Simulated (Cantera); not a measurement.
A perfectly stirred reactor is fed with C2H6 : N2 = 1 : 930 (molar parts), at 1.01 bar; it is held at 1948 K, and followed from long to short residence time.

Model: GRI-Mech 3.0 (53 species, 325 reactions), integrated in Cantera. GRI-Mech 3.0 stops at C3 and has no aromatics, soot or wall deposition, so with more carbon than oxygen in the feed, carbon stays in small species such as C2H2 where larger ones or solid carbon would form.

Question: Predict: x(C2H6) at τ = 1.50 s; x(HCN) at τ = 1.50 s; x(C2H) at τ = 1.50 s; x(CH4) at τ = 1.50 s; x(H) at τ = 1.50 s; x(C2H6) at τ = 45.0 ms; x(HCN) at τ = 45.0 ms; x(C2H) at τ = 45.0 ms; x(CH4) at τ = 45.0 ms; x(H) at τ = 45.0 ms.

Answer: 
```json
{
 "x(C2H6) at τ = 1.50 s": "5.85e-9",
 "x(HCN) at τ = 1.50 s": "0.00126",
 "x(C2H) at τ = 1.50 s": "1.66e-7",
 "x(CH4) at τ = 1.50 s": "7.61e-6",
 "x(H) at τ = 1.50 s": "5.13e-5",
 "x(C2H6) at τ = 45.0 ms": "2.06e-7",
 "x(HCN) at τ = 45.0 ms": "0.000492",
 "x(C2H) at τ = 45.0 ms": "3.43e-7",
 "x(CH4) at τ = 45.0 ms": "5.62e-5",
 "x(H) at τ = 45.0 ms": "5.65e-5"
}
```
